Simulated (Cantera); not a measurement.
A perfectly stirred reactor is fed with CO : H₂ : O₂ : N₂ = 1 : 0.2 : 1.4 : 5.25 (molar parts), at 210 Torr; it is adiabatic with a 475 K inlet, and is followed from long to short residence time, starting on the burning branch (τ in s: 0.053, 0.025, 0.012, 0.0055, 0.0026, 0.0012, 0.00058, 0.00027, 0.00013, 6e-05, 2.8e-05, 1.3e-05, 6.3e-06).

Detailed kinetics in Cantera: GRI-Mech 3.0 (53 species, 325 reactions).

Predict: blow-out, bracketed by the residence times tried; x(CO) at τ = 53.0 ms; x(H₂) at τ = 53.0 ms; x(O₂) at τ = 53.0 ms; x(NO₂) at τ = 53.0 ms; x(NO) at τ = 53.0 ms; x(CO) at τ = 0.580 ms; x(H₂) at τ = 0.580 ms; x(O₂) at τ = 0.580 ms.


```
Quantity                                                                       Value
------------------------------------------------  ----------------------------------
blow-out, bracketed by the residence times tried  burning at 2.60 ms, out at 1.20 ms
x(CO) at τ = 53.0 ms                                                         0.00698
x(H₂) at τ = 53.0 ms                                                        0.000362
x(O₂) at τ = 53.0 ms                                                           0.111
x(NO₂) at τ = 53.0 ms                                                        8.85e-9
x(NO) at τ = 53.0 ms                                                         2.44e-5
x(CO) at τ = 0.580 ms                                                          0.127
x(H₂) at τ = 0.580 ms                                                         0.0255
x(O₂) at τ = 0.580 ms                                                          0.178
```
